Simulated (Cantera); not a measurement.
A perfectly stirred reactor is fed with 0.718 % CH3OH, 2.23 % O2, 97.0 % N2, equivalence ratio 0.48, at 1.00 bar; it is held at 1075 K, and followed from long to short residence time.

Model: GRI-Mech 3.0 (53 species, 325 reactions), integrated in Cantera. GRI-Mech 3.0 was tuned for natural gas; its chemistry of methanol as a main component is partial and can be far from experiment.

x: mole fraction; the columns are a selection and need not sum to one.

```tsv
τ (s)	x CH3OH	x O2	x N2O	x CH2CO	x CH3	x CO2
13	1.21e-5	0.0117	3.24e-7	<1e-12	2.42e-11	0.00678
4.2	2.56e-5	0.0120	2.14e-7	2.09e-12	7.27e-11	0.00634
1.4	5.81e-5	0.0125	1.08e-7	1.55e-11	1.98e-10	[?]
0.48	0.000171	0.0138	3.57e-8	1.03e-10	3.82e-10	[?]
0.16	0.000724	0.0162	8.41e-9	3.56e-10	4.01e-10	[?]
0.055	0.00194	0.0182	3.45e-9	4.69e-10	4.79e-10	[?]
0.019	0.00423	0.0204	1.35e-9	1.61e-10	4.53e-10	[?]
0.0063	0.00718	0.0223	<1e-12	<1e-12	1.99e-9	[?]
0.0021	0.00718	0.0223	<1e-12	<1e-12	1.62e-9	[?]
0.00071	0.00718	0.0223	<1e-12	<1e-12	1.03e-9	6.56e-10
0.00024	0.00718	0.0223	<1e-12	<1e-12	4.95e-10	2.21e-10
```

### Question
Some entries are withheld; supply them.

### Answer

- 1.4, x CO2: 0.00544
- 0.48, x CO2: 0.00362
- 0.16, x CO2: 0.00147
- 0.055, x CO2: 0.000531
- 0.019, x CO2: 8.55e-5
- 0.0063, x CO2: 5.82e-9
- 0.0021, x CO2: 1.94e-9
